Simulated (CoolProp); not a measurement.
Properties of CH2F2 (R32) at several states (Tc = 351.3 K, pc = 57.83 bar, ω = 0.277).

Values from CoolProp's reference Helmholtz-energy equation of state, Tillner-Roth 1997.

```
T (K)  p (bar)   phase  cp (kJ/(kg K))  cv (kJ/(kg K))  Joule-Thomson coefficient (K/MPa)  isothermal compressibility (1/MPa)  fugacity coefficient
-----  -------  ------  --------------  --------------  ---------------------------------  ----------------------------------  --------------------
265.6     5.21     gas           1.069          0.7691                              36.96                               2.177                0.9030
220        313  liquid           1.519          0.9508                                  …                            0.001006                     …
374       0.18     gas          0.9462          0.7856                              12.23                               55.61                0.9990
198.3        1  liquid               …          0.9586                            -0.2985                            0.001074                     …
259.5     14.8  liquid           1.676          0.9343                            -0.1328                                   …                     …
224.6      128  liquid               …          0.9428                            -0.2793                            0.001294               0.01182
```

Some entries are withheld; supply them.


- 220, Joule-Thomson coefficient (K/MPa): -0.3135
- 220, fugacity coefficient: 0.005893
- 198.3, cp (kJ/(kg K)): 1.563
- 198.3, fugacity coefficient: 0.2604
- 259.5, isothermal compressibility (1/MPa): 0.002682
- 259.5, fugacity coefficient: 0.3166
- 224.6, cp (kJ/(kg K)): 1.555
